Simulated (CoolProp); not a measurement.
Vapour-liquid equilibrium of toluene (1) + n-decane (2) at 108.35 °C; x and y are mole fractions of (1).

The numbers come from the multi-fluid Helmholtz-energy mixture model, Lemmon 2006 and Lemmon 2006; pair parameters Bell 2016 in CoolProp.

```json
[
 {"x": "0.05", "bubble pressure, mixture model (MPa)": "0.01748", "bubble pressure, Raoult's law (MPa)": "0.01731", "y, mixture model": "0.279", "y, Raoult's law": "0.274"},
 {"x": "0.2", "bubble pressure, mixture model (MPa)": "0.03109", "bubble pressure, Raoult's law (MPa)": "0.02958", "y, mixture model": "0.656", "y, Raoult's law": "0.642"},
 {"x": "0.35", "bubble pressure, mixture model (MPa)": "0.04460", "bubble pressure, Raoult's law (MPa)": "0.04185", "y, mixture model": "0.802", "y, Raoult's law": "0.795"},
 {"x": "0.5", "bubble pressure, mixture model (MPa)": "0.05715", "bubble pressure, Raoult's law (MPa)": "0.05412", "y, mixture model": "0.878", "y, Raoult's law": "0.878"},
 {"x": "0.65", "bubble pressure, mixture model (MPa)": "0.06870", "bubble pressure, Raoult's law (MPa)": "0.06639", "y, mixture model": "0.925", "y, Raoult's law": "0.930"},
 {"x": "0.8", "bubble pressure, mixture model (MPa)": "0.07978", "bubble pressure, Raoult's law (MPa)": "0.07866", "y, mixture model": "0.960", "y, Raoult's law": "0.966"},
 {"x": "0.95", "bubble pressure, mixture model (MPa)": "0.09108", "bubble pressure, Raoult's law (MPa)": "0.09093", "y, mixture model": "0.990", "y, Raoult's law": "0.993"}
]
```

The largest gap from Raoult's law is +6.6 % in bubble pressure, at x = 0.35. No azeotrope shows between x = 0.05 and 0.95.

The pair parameters rest on a limited set of measurements; away from them the model extrapolates.
